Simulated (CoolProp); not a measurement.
Values from CoolProp's reference Helmholtz-energy equation of state, Gao 2016.

Question: Give the vapour pressure (MPa), liquid density (kg/m³), liquid cp (kJ/(kg K)), vapour Z of saturated sulfur dioxide at 300.3 K.

Answer: 
| T (K) | p (MPa) | liquid density (kg/m³) | liquid cp (kJ/(kg K)) | vapour Z |
|---|---|---|---|---|
| 300.3 | 0.421 | 1360 | 1.40 | 0.928 |
